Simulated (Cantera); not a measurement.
A perfectly stirred reactor is fed with CH4 : CO : O2 : N2 = 1 : 0.048 : 2.41 : 9.06 (molar parts), at 5.00 bar; it is adiabatic with a 350 K inlet, and is followed from long to short residence time, starting on the burning branch (τ in s: 0.022, 0.01, 0.0046, 0.0021, 0.00098, 0.00045, 0.00021, 9.6e-05, 4.4e-05).

Detailed kinetics in Cantera: GRI-Mech 3.0 (53 species, 325 reactions).

x: mole fraction; the columns are a selection and need not sum to one.

| τ (s) | T (K) | x CH4 | x CO | x O2 | x NO | x HCN | x N2O |
|---|---|---|---|---|---|---|---|
| 0.022 | 2103 | 7.08e-6 | 0.00104 | 0.0309 | 0.000267 | 1.14e-7 | 5.40e-7 |
| 0.010 | 2098 | ___ | ___ | 0.0311 | ___ | ___ | ___ |
| 0.0046 | 2090 | 2.45e-5 | 0.00207 | 0.0315 | 0.000125 | 1.83e-7 | 7.53e-7 |
| 0.0021 | 2078 | 4.31e-5 | 0.00315 | 0.0320 | 9.85e-5 | 2.48e-7 | 8.88e-7 |
| 0.00098 | 2058 | 7.36e-5 | 0.00478 | 0.0329 | 8.14e-5 | 3.41e-7 | 9.74e-7 |
| 0.00045 | 2029 | 0.000129 | 0.00724 | 0.0344 | 6.71e-5 | 4.81e-7 | 9.77e-7 |
| 0.00021 | 1989 | 0.000232 | 0.0107 | 0.0366 | 5.38e-5 | 6.77e-7 | 9.09e-7 |
| 9.6e-5 | 1930 | 0.000465 | 0.0161 | 0.0403 | 3.90e-5 | 9.64e-7 | 7.93e-7 |
| 4.4e-5 | 1825 | ___ | ___ | ___ | ___ | ___ | ___ |

### Question
Some entries are withheld; supply them.

### Answer

- 0.010, x CH4: 1.36e-5
- 0.010, x CO: 0.00142
- 0.010, x NO: 0.000173
- 0.010, x HCN: 1.41e-7
- 0.010, x N2O: 6.28e-7
- 4.4e-5, x CH4: 0.00132
- 4.4e-5, x CO: 0.0265
- 4.4e-5, x O2: 0.0486
- 4.4e-5, x NO: 1.86e-5
- 4.4e-5, x HCN: 1.39e-6
- 4.4e-5, x N2O: 6.04e-7
